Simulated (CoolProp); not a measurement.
Computed with CoolProp (reference Helmholtz-energy equation of state, Schmidt 1985).

**Question.** Give the vapour pressure (MPa), vapour density (kg/m³), liquid cp (kJ/(kg K)), surface tension (mN/m) of saturated oxygen at -159.15, -148.75, -141.75 °C.

**Answer.** 
| T (°C) | p (MPa) | vapour density (kg/m³) | liquid cp (kJ/(kg K)) | surface tension (mN/m) |
|---|---|---|---|---|
| -159.15 | 0.709 | 27.5 | 1.85 | 7.47 |
| -148.75 | 1.31 | 50.4 | 2.01 | 5.20 |
| -141.75 | 1.87 | 73.7 | 2.20 | 3.76 |

Surface tension comes from a separate correlation (Mulero 2012).
